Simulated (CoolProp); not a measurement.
The numbers come from the reference Helmholtz-energy equation of state, Lemmon 2006 in CoolProp. It is a short technical equation, of lower accuracy than the large ones.

Q: For CH3F (R41), give the phase and the cp (kJ/(kg K)) at 403.6 K and 3.65 bar.

A: 
- 403.6 K and 3.65 bar: gas; cp 1.32
